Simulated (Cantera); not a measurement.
Cantera run:

```python
import numpy as np
import cantera as ct

gas_names = """
    H HO2 H2 H2O H2O2 Nb NbO NbO2 O OH O2 O3
""".split()
cond_names = """
    H2O(s) H2O(L) Nb(cr) Nb(L) NbO(s) NbO(L) NbO2(I) NbO2(II) NbO2(III) NbO2(L) Nb2O5(s) Nb2O5(L)
""".split()


# ... load() reads the species with a 1 bar reference pressure and builds the phases ...
atoms = {
    'Nb': {'Nb': 1},
    'H2O': {'H': 2, 'O': 1},
}
top_T = {}  # K; cautious upper limits of use, not melting points


# ... equilibrate(T, P, feed) seeds the gas with the atoms and calls Mixture.equilibrate('TP', solver="vcs", rtol=1e-11, max_steps=5000) ...
results = []
feed = {'Nb': 1, 'H2O': 0.61}  # mol
P = 1.1  # Pa
for T in [800, 950, 1100, 1250, 1400, 1550, 1700, 1850, 2000, 2150, 2300, 2450, 2600, 2750]:
    mix = equilibrate(T, P, feed)
    results.append((T, P, feed, dict(zip(mix.species_names, mix.species_moles))))
    x = sorted(zip(gas.X, gas.species_names), reverse=True)
    print(f"T = {T:g} K  P = {P:g} Pa  gas = {mix.phase_moles(0):.4g} mol")
    print("   x: " + "  ".join(f"{s} {v:.3e}" for v, s in x if v > 0.001))
    print("   condensed (mol): " + ("  ".join(f"{mix.phase(i).name} {mix.phase_moles(i):.4g}"
          for i in range(1, mix.n_phases) if mix.phase_moles(i) > 1e-12) or "none"))
```

Output:

```
T = 800 K  P = 1.1 Pa  gas = 0.61 mol
   x: H2 1.000e+00
   condensed (mol): Nb(cr) 0.39  NbO(s) 0.61
T = 950 K  P = 1.1 Pa  gas = 0.61 mol
   x: H2 1.000e+00
   condensed (mol): Nb(cr) 0.39  NbO(s) 0.61
T = 1100 K  P = 1.1 Pa  gas = 0.61 mol
   x: H2 1.000e+00
   condensed (mol): Nb(cr) 0.39  NbO(s) 0.61
T = 1250 K  P = 1.1 Pa  gas = 0.61 mol
   x: H2 9.998e-01
   condensed (mol): Nb(cr) 0.39  NbO(s) 0.61
T = 1400 K  P = 1.1 Pa  gas = 0.6104 mol
   x: H2 9.985e-01  H 1.465e-03
   condensed (mol): Nb(cr) 0.39  NbO(s) 0.61
T = 1550 K  P = 1.1 Pa  gas = 0.6129 mol
   x: H2 9.905e-01  H 9.451e-03
   condensed (mol): Nb(cr) 0.3901  NbO(s) 0.6099
T = 1700 K  P = 1.1 Pa  gas = 0.6236 mol
   x: H2 9.562e-01  H 4.344e-02
   condensed (mol): Nb(cr) 0.3902  NbO(s) 0.6097
T = 1850 K  P = 1.1 Pa  gas = 0.6616 mol
   x: H2 8.467e-01  H 1.495e-01  NbO2 2.484e-03
   condensed (mol): Nb(cr) 0.392  NbO(s) 0.6058
T = 2000 K  P = 1.1 Pa  gas = 0.8096 mol
   x: H2 5.678e-01  H 3.695e-01  NbO2 4.748e-02  NbO 1.427e-02
   condensed (mol): Nb(cr) 0.4292  NbO(s) 0.5208
T = 2150 K  P = 1.1 Pa  gas = 1.342 mol
   x: H 5.433e-01  H2 1.825e-01  NbO2 1.804e-01  NbO 9.318e-02
   condensed (mol): Nb(cr) 0.6329
T = 2300 K  P = 1.1 Pa  gas = 1.597 mol
   x: H 6.611e-01  NbO 1.922e-01  NbO2 9.451e-02  H2 5.133e-02
   condensed (mol): Nb(cr) 0.5419
T = 2450 K  P = 1.1 Pa  gas = 1.754 mol
   x: H 6.710e-01  NbO 2.814e-01  NbO2 3.256e-02  H2 1.227e-02  Nb 1.559e-03  O 1.228e-03
   condensed (mol): Nb(cr) 0.4466
T = 2600 K  P = 1.1 Pa  gas = 1.831 mol
   x: H 6.597e-01  NbO 3.150e-01  Nb 1.209e-02  NbO2 8.165e-03  H2 3.249e-03  O 1.744e-03
   condensed (mol): Nb(cr) 0.386
T = 2750 K  P = 1.1 Pa  gas = 1.972 mol
   x: H 6.169e-01  NbO 3.036e-01  Nb 7.464e-02  O 2.095e-03  NbO2 1.824e-03
   condensed (mol): Nb(cr) 0.2506
```

Cantera equilibrium calculation (NASA polynomials, part measured and part estimated; ideal gas, pure solids and liquids). Mutual solubility and eutectic melting of coexisting phases are not modelled. NbO: taken at fixed stoichiometry. Condensed phases not in the tables: N, O or C dissolved in the metal.
